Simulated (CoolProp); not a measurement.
Saturated liquid density (kg/m³) of propylene: the reference equation beside estimates from Tc = 364.2 K, pc = 4.555 MPa, ω = 0.146. Rackett uses Z = 0.29056 − 0.08775 ω.

Values from CoolProp's reference Helmholtz-energy equation of state, Lemmon 2013.

```csv
T (K),reference,Rackett,van der Waals,Redlich-Kwong,Soave-Redlich-Kwong,Peng-Robinson
170,675.2,664.6,422.5,628.5,631.0,709.5
178.7,665.3,655.4,417.1,619.7,623.0,701.0
187.4,655.4,?,411.6,610.5,614.7,692.2
196.1,645.3,636.5,405.8,601.0,606.0,682.9
204.9,635.0,626.6,399.8,590.9,596.7,673.0
213.6,624.6,616.6,393.7,?,587.1,662.6
222.3,614.0,606.4,387.4,?,577.0,651.7
231,603.2,?,?,558.1,566.4,640.2
```

**Question.** What belongs in the gaps?

**Answer.** 
- 187.4, Rackett: 646.1
- 213.6, Redlich-Kwong: 580.5
- 222.3, Redlich-Kwong: 569.5
- 231, Rackett: 595.8
- 231, van der Waals: 380.8

Absolute difference from the reference over all 8 rows, mean and median: Rackett 1.4 and 1.3 %, van der Waals 37.1 and 37.1 %, Redlich-Kwong 7.0 and 6.9 %, Soave-Redlich-Kwong 6.2 and 6.1 %, Peng-Robinson 5.8 and 5.9 %.
